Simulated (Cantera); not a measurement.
## SF₆ + H₂ + N₂ (abatement and gas-phase synthesis)

A closed system holds: 1 mol SF₆, 0.19 mol H₂, 49 mol N₂, equilibrated at 810 Pa.

Method: chemical equilibrium by Gibbs-energy minimisation in Cantera with the NASA 1993 tables (ideal gas, pure condensed phases). Candidate condensed phases: S; 35 gas species. Rates play no part.

| T (K) | x N₂ | x F | x S | x HF | x H | x S₂ | x N |
|---|---|---|---|---|---|---|---|
| 2375 | 0.877 | 0.0999 | 0.0129 | 0.00680 | 2.48e-6 | 0.00214 | 9.00e-7 |
| 2525 | 0.876 | 0.100 | 0.0159 | 0.00678 | 1.46e-5 | 0.000862 | 3.82e-6 |
| 2675 | 0.875 | 0.100 | 0.0171 | 0.00672 | 7.05e-5 | 0.000312 | 1.38e-5 |
| 2825 | 0.875 | 0.101 | 0.0176 | 0.00650 | 0.000281 | 0.000116 | 4.37e-5 |
| 2975 | 0.874 | 0.101 | 0.0177 | 0.00587 | 0.000905 | 4.60e-5 | 0.000123 |
| 3125 | 0.873 | 0.102 | 0.0178 | 0.00456 | 0.00221 | 1.98e-5 | 0.000313 |
| 3275 | 0.871 | 0.104 | 0.0177 | 0.00286 | 0.00390 | 9.12e-6 | 0.000734 |
x: gas mole fraction; nothing condenses.

From 2375 K to 3275 K nothing is condensed.
